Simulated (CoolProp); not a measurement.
A single-stage vapour-compression cycle with R141b: evaporating at 317.15 K (dew point), condensing at 354.15 K (bubble point), superheat 0 K, subcooling 5 K, compressor efficiency 0.6, no pressure losses. Each further row changes one setting.

Values from CoolProp's reference Helmholtz-energy equation of state, Lemmon 2006. It is a short technical equation, of lower accuracy than the large ones.

```
case                              cooling COP  pressure ratio  discharge temperature (K)  refrigerating effect (kJ/kg)  volumetric capacity (kJ/m³)
--------------------------------  -----------  --------------  -------------------------  ----------------------------  ---------------------------
as stated                                4.63            2.85                      368.6                           178                         1260
evaporating temperature 322.15 K         5.54            2.44                      366.2                           181                         1490
condensing temperature 349.15 K          5.47            2.51                      362.2                           184                         1300
subcooling 10 K                          4.80            2.85                      368.6                           184                         1300
superheat 10 K                           4.67            2.85                      379.3                           186                         1270
compressor efficiency 0.5                3.86            2.85                      376.8                           178                         1260
```
